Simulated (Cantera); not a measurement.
**Metals in furnace atmospheres: Fe + H₂O + CO**

A closed system holds: 1 mol Fe, 0.017 mol H₂O, 16 mol CO, at 94.0 mbar.

Cantera equilibrium calculation (NASA polynomials, part measured and part estimated; ideal gas, pure solids and liquids). Candidate condensed phases: C, C₆H₆, C₇H₈, C₈H₁₈, Fe, Fe(CO)₅, FeO, Fe(OH)₂, Fe(OH)₃, Fe₂O₃, Fe₃O₄, H₂O; 114 gas species. Condensed phases not in the tables: cementite and carbon dissolved in iron. Equilibrium is a limit: real reactors are often held back by kinetics, nucleation or transport.

From 1025 K to 1175 K the condensed part is C(graphite) + Fe(α). At 1225 K the condensed part is C(graphite) + Fe(γ). From 1275 K to 1625 K the condensed part is Fe(γ). At 1675 K the condensed part is Fe(δ).

| T (K) | log p CO | log p CO₂ | log p H₂ | log p Fe | log p H₂O | log p H | log p CH₄ | log p OH | n C(graphite) | n Fe(α) | n Fe(γ) | n Fe(δ) |
|---|---|---|---|---|---|---|---|---|---|---|---|---|
| 1025 | -1.04 | -2.54 | -4.00 | <-13 | -5.62 | -10.36 | -9.13 | <-13 | 0.455 | 1.00 | 0 | 0 |
| 1075 | -1.03 | -2.93 | -4.00 | -12.35 | -5.93 | -9.83 | -9.35 | <-13 | 0.180 | 1.00 | 0 | 0 |
| 1125 | -1.03 | -3.29 | -4.00 | -11.47 | -6.22 | -9.35 | -9.54 | <-13 | 0.0696 | 1.00 | 0 | 0 |
| 1175 | -1.03 | -3.62 | -4.00 | -10.68 | -6.49 | -8.91 | -9.72 | <-13 | 0.0235 | 1.00 | 0 | 0 |
| 1225 | -1.03 | -3.93 | -4.00 | -9.95 | -6.74 | -8.51 | -9.89 | <-13 | 0.00309 | 0 | 1.00 | 0 |
| 1275 | -1.03 | -4.00 | -4.00 | -9.28 | -6.75 | -8.13 | -10.24 | -12.82 | 0 | 0 | 1.00 | 0 |
| 1325 | -1.03 | -4.00 | -4.00 | -8.66 | -6.71 | -7.79 | -10.64 | -12.33 | 0 | 0 | 1.00 | 0 |
| 1375 | -1.03 | -4.00 | -4.00 | -8.09 | -6.66 | -7.47 | -11.01 | -11.87 | 0 | 0 | 1.000 | 0 |
| 1425 | -1.03 | -4.00 | -4.00 | -7.55 | -6.62 | -7.17 | -11.36 | -11.44 | 0 | 0 | 1.000 | 0 |
| 1475 | -1.03 | -4.00 | -4.00 | -7.06 | -6.58 | -6.89 | -11.68 | -11.05 | 0 | 0 | 1.000 | 0 |
| 1525 | -1.03 | -4.00 | -4.00 | -6.60 | -6.55 | -6.63 | -11.97 | -10.68 | 0 | 0 | 1.000 | 0 |
| 1575 | -1.03 | -4.00 | -4.00 | -6.17 | -6.52 | -6.38 | -12.25 | -10.33 | 0 | 0 | 1.000 | 0 |
| 1625 | -1.03 | -4.00 | -4.00 | -5.76 | -6.49 | -6.15 | -12.51 | -10.01 | 0 | 0 | 1.000 | 0 |
| 1675 | -1.03 | -4.00 | -4.01 | -5.38 | -6.46 | -5.94 | -12.76 | -9.71 | 0 | 0 | 0 | 0.999 |
log p: log10 of the partial pressure in bar; n: condensed amount in mol.
